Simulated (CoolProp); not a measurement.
Computed with CoolProp (reference Helmholtz-energy equation of state, Zhou 2012).

### Question
For p-xylene, give the phase and the Joule-Thomson coefficient (K/MPa), isothermal compressibility (1/MPa), viscosity (µPa s), conductivity (mW/(m K)) at 431.6 K and 110 bar; 437.7 K and 110 bar; 455.7 K and 110 bar.

### Answer
- 431.6 K and 110 bar: liquid; Joule-Thomson coefficient -0.298, isothermal compressibility 0.00203, viscosity 215, conductivity 101
- 437.7 K and 110 bar: liquid; Joule-Thomson coefficient -0.288, isothermal compressibility 0.00213, viscosity 207, conductivity 100
- 455.7 K and 110 bar: liquid; Joule-Thomson coefficient -0.256, isothermal compressibility 0.00247, viscosity 186, conductivity 97.5

Viscosity comes from a separate model (Balogun 2015). Thermal conductivity comes from a separate model (Mylona 2014).
